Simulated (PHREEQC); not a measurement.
1.1 g of hydrous ferric oxide (600 m²/g; 0.2 weak and 0.005 strong sites per Fe, Dzombak-Morel constants, diffuse double layer) in 1 kg of water with 0.001 mol/kgw of an inert sodium salt, at 25 °C; the pH is set by adding NaOH or the inert anion's acid. O2 is buffered at 0.21 atm. CO2 from the air is kept out. Nothing may precipitate in this run.

Base run: PHREEQC, ion-association model, wateq4f.dat. Each further column changes one thing. The table gives surface charge σ (C/m²).

```json
[
 {"pH": "3", "base": "0.270", "background salt from 0.001 to 0.0001 mol/kgw": "0.250", "oxide from 1.1 to 5.5 g/kgw": "[?]", "0.00092 mol/kgw SrCl2 added": "0.301"},
 {"pH": "3.67", "base": "0.169", "background salt from 0.001 to 0.0001 mol/kgw": "0.132", "oxide from 1.1 to 5.5 g/kgw": "0.218", "0.00092 mol/kgw SrCl2 added": "0.216"},
 {"pH": "4.33", "base": "0.098", "background salt from 0.001 to 0.0001 mol/kgw": "0.061", "oxide from 1.1 to 5.5 g/kgw": "[?]", "0.00092 mol/kgw SrCl2 added": "0.140"},
 {"pH": "5.67", "base": "0.027", "background salt from 0.001 to 0.0001 mol/kgw": "0.011", "oxide from 1.1 to 5.5 g/kgw": "0.032", "0.00092 mol/kgw SrCl2 added": "[?]"},
 {"pH": "6.33", "base": "0.013", "background salt from 0.001 to 0.0001 mol/kgw": "0.005", "oxide from 1.1 to 5.5 g/kgw": "0.015", "0.00092 mol/kgw SrCl2 added": "0.024"},
 {"pH": "7", "base": "0.006", "background salt from 0.001 to 0.0001 mol/kgw": "0.002", "oxide from 1.1 to 5.5 g/kgw": "0.006", "0.00092 mol/kgw SrCl2 added": "0.011"},
 {"pH": "7.67", "base": "0.002", "background salt from 0.001 to 0.0001 mol/kgw": "0.001", "oxide from 1.1 to 5.5 g/kgw": "0.002", "0.00092 mol/kgw SrCl2 added": "0.004"},
 {"pH": "8.33", "base": "-0.001", "background salt from 0.001 to 0.0001 mol/kgw": "0.000", "oxide from 1.1 to 5.5 g/kgw": "-0.001", "0.00092 mol/kgw SrCl2 added": "-0.001"},
 {"pH": "9.67", "base": "-0.011", "background salt from 0.001 to 0.0001 mol/kgw": "-0.004", "oxide from 1.1 to 5.5 g/kgw": "-0.011", "0.00092 mol/kgw SrCl2 added": "-0.006"},
 {"pH": "10.33", "base": "-0.024", "background salt from 0.001 to 0.0001 mol/kgw": "-0.013", "oxide from 1.1 to 5.5 g/kgw": "-0.026", "0.00092 mol/kgw SrCl2 added": "-0.012"},
 {"pH": "11", "base": "-0.056", "background salt from 0.001 to 0.0001 mol/kgw": "-0.045", "oxide from 1.1 to 5.5 g/kgw": "-0.064", "0.00092 mol/kgw SrCl2 added": "-0.025"}
]
```

Q: Some entries are withheld; supply them.

A: 
- 3, oxide from 1.1 to 5.5 g/kgw: 0.310
- 4.33, oxide from 1.1 to 5.5 g/kgw: 0.129
- 5.67, 0.00092 mol/kgw SrCl2 added: 0.046

The oxide is taken as insoluble; below pH 4 it would dissolve.
